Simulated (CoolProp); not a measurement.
Vapour pressure (MPa) of ethanol: the reference equation beside estimates from Tc = 514.7 K, pc = 6.268 MPa, ω = 0.644. Clausius-Clapeyron is anchored at 346.6 K with a constant enthalpy of vaporisation of 39.51 kJ/mol.

Model: reference Helmholtz-energy equation of state, Schroeder 2014, in CoolProp.

| T (K) | reference | Lee-Kesler | Clausius-Clapeyron | Redlich-Kwong | Soave-Redlich-Kwong | Peng-Robinson |
|---|---|---|---|---|---|---|
| 335.6 | 0.05210 | 0.05163 | 0.05296 | 0.2921 | 0.05153 | 0.05427 |
| 346.6 | 0.08301 | 0.08298 | 0.08301 | 0.3917 | 0.08293 | 0.08633 |
| 357.7 | 0.1284 | 0.1290 | 0.1270 | 0.5155 | 0.1291 | 0.1331 |
| 368.8 | 0.1927 | 0.1938 | 0.1895 | 0.6653 | 0.1944 | 0.1986 |
| 379.9 | 0.2812 | 0.2825 | 0.2761 | 0.8439 | 0.2840 | 0.2880 |
| 391 | 0.4002 | 0.4009 | 0.3937 | 1.054 | 0.4039 | 0.4072 |
| 402.1 | 0.5564 | 0.5551 | 0.5507 | 1.299 | 0.5609 | 0.5626 |
| 413.2 | 0.7576 | 0.7522 | 0.7564 | 1.580 | 0.7623 | 0.7615 |
| 424.3 | 1.012 | 0.9998 | 1.022 | 1.901 | 1.016 | 1.012 |

Absolute difference from the reference over all 9 rows, mean and median: Lee-Kesler 0.5 and 0.5 %, Clausius-Clapeyron 1.1 and 1.1 %, Redlich-Kwong 230.3 and 200.1 %, Soave-Redlich-Kwong 0.7 and 0.8 %, Peng-Robinson 2.3 and 2.4 %.
